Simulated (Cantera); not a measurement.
Cantera run:

```python
import numpy as np
import cantera as ct

gas_names = """
    CL CL2 N N2 Pb PbCL PbCL2 PbCL4 Pb2
""".split()
cond_names = """
    Pb(cr) Pb(L) PbCL2(s) PbCL2(L)
""".split()


# ... load() reads the species with a 1 bar reference pressure and builds the phases ...
atoms = {
    'PbCl2': {'Pb': 1, 'CL': 2},
    'N2': {'N': 2},
}
top_T = {}  # K; cautious upper limits of use, not melting points


# ... equilibrate(T, P, feed) seeds the gas with the atoms and calls Mixture.equilibrate('TP', solver="vcs", rtol=1e-11, max_steps=5000) ...
results = []
feed = {'PbCl2': 1, 'N2': 24}  # mol
T = 1350  # K
P = 10000  # Pa
mix = equilibrate(T, P, feed)
results.append((T, P, feed, dict(zip(mix.species_names, mix.species_moles))))
print(gas.report(threshold=0.0001))
for i in range(1, mix.n_phases):
    print(f"{mix.phase(i).name:16s} {mix.phase_moles(i):12.5e} mol")
```

Output:

```
       temperature   1350 K
          pressure   10000 Pa
           density   0.033869 kg/m^3
  mean mol. weight   38.016 kg/kmol
   phase of matter   gas

                          1 kg             1 kmol
                     ---------------   ---------------
          enthalpy        7.1962e+05        2.7357e+07  J
   internal energy        4.2436e+05        1.6133e+07  J
           entropy            6983.5        2.6549e+05  J/K
    Gibbs function       -8.7082e+06       -3.3105e+08  J
 heat capacity c_p            926.64             35228  J/K
 heat capacity c_v            707.94             26913  J/K

                      mass frac. Y      mole frac. X     chem. pot. / RT
                     ---------------   ---------------   ---------------
                N2            0.7074           0.95998           -28.038
                Pb        0.00087298        0.00016017           -16.572
              PbCL          0.040174         0.0062941           -40.517
             PbCL2           0.22129           0.03025           -64.461
             PbCL4          0.030246         0.0032947           -112.35
     [   +4 minor]        2.3407e-05        2.4932e-05

Pb(L)             0.00000e+00 mol
PbCL2(L)          0.00000e+00 mol
```

Method: chemical equilibrium by Gibbs-energy minimisation in Cantera with the NASA 1993 tables (ideal gas, pure condensed phases). The tables' values for PbCl4 are old estimates; treat these amounts as uncertain.
